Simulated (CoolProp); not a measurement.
A single-stage vapour-compression cycle with cis-2-butene: evaporating at 298.15 K (dew point), condensing at 354.15 K (bubble point), superheat 10 K, subcooling 8 K, compressor efficiency 0.7, no pressure losses. Each further row changes one setting.

Model: reference Helmholtz-energy equation of state, Lemmon 2005, in CoolProp. It is a short technical equation, of lower accuracy than the large ones.

```tsv
case	cooling COP	pressure ratio	discharge temperature (K)	refrigerating effect (kJ/kg)	volumetric capacity (kJ/m³)
as stated	3.10	4.45	377.5	294	1460
evaporating temperature 303.15 K	3.54	3.80	375.7	300	1730
condensing temperature 349.15 K	3.50	3.98	372.1	307	1530
subcooling 13 K	3.23	4.45	377.5	307	1530
superheat 20 K	3.14	4.45	387.6	310	1480
compressor efficiency 0.6	2.66	4.45	385.6	294	1460
```
